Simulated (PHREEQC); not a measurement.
Dissolve 0.0012 mol CuSO4, 0.00043 mol FeCl3 and 0.0043 mol NaCl per kg of water at 25 °C. Closed to the air; pH follows from the charge balance.

Computed with PHREEQC (ion-association model, wateq4f.dat).

**Question.** The ionic strength comes out as 0.00996 mol/kgw. What activity coefficients do Na+, NaSO4-, Cu+2, H+, CuCl+ get?

**Answer.** Na+ 0.90, NaSO4- 0.91, Cu+2 0.68, H+ 0.91, CuCl+ 0.90.

This is a speciation only: nothing precipitates in the calculation. The solution is supersaturated, for example in Jarosite-Na, Fe(OH)3(a), so a real one may precipitate; this is no full list.
